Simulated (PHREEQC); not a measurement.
Dissolve 0.13 mol/kgw NH4HS at 20 °C. Closed to the air; pH follows from the charge balance.

Computed with PHREEQC (ion-association model, phreeqc.dat).

```
quantity                   before    after
------------------------  -------  -------
pH                           8.21     7.75
ionic strength (mol/kgw)    0.124    0.134
NH4+ (mol/kgw)              0.124    0.128
HS- (mol/kgw)               0.124    0.115
H2S (mol/kgw)             0.00568   0.0150
NH3 (mol/kgw)             0.00568  0.00200
```

Q: Name the change that produced these shifts.
A. 0.02 mol/kgw Ca(OH)2 added
B. diluted 2-fold with water
C. 0.0069 mol/kgw H3PO4 added
D. temperature from 20 to 75 °C
E. diluted 5-fold with water

A: C, 0.0069 mol/kgw H3PO4 added

No solid was allowed to form.
